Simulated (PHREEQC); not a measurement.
4.9 g of hydrous ferric oxide (600 m²/g; 0.2 weak and 0.005 strong sites per Fe, Dzombak-Morel constants, diffuse double layer) in 1 kg of water with 0.001 mol/kgw of an inert sodium salt and 0.00026 mol H3BO3 and 0.00014 mol BaCl2, at 25 °C; the pH is set by adding NaOH or the inert anion's acid. Oxygen is held at 0.21 atm. No CO2 enters from the air. Nothing may precipitate in this run.

Equilibrium calculation in PHREEQC: ion-association model, wateq4f.dat.

```
pH     B sorbed (%)  Ba sorbed (%)  surface charge σ (C/m²)
-----  ------------  -------------  -----------------------
3               0.7            0.0                    0.309
3.67            1.8            0.0                    0.218
4.33            2.7            0.0                    0.132
5               3.2            0.0                    0.071
5.67            3.3            0.1                    0.035
6.33            3.4            2.0                    0.017
7               3.4           23.5                    0.007
7.67            3.3           78.6                    0.002
8.33            3.0           98.3                   -0.001
9               2.1           99.9                   -0.005
9.67            0.9          100.0                   -0.012
10.33           0.2          100.0                   -0.028
11              0.1          100.0                   -0.064
```

The oxide is taken as insoluble; below pH 4 it would dissolve.
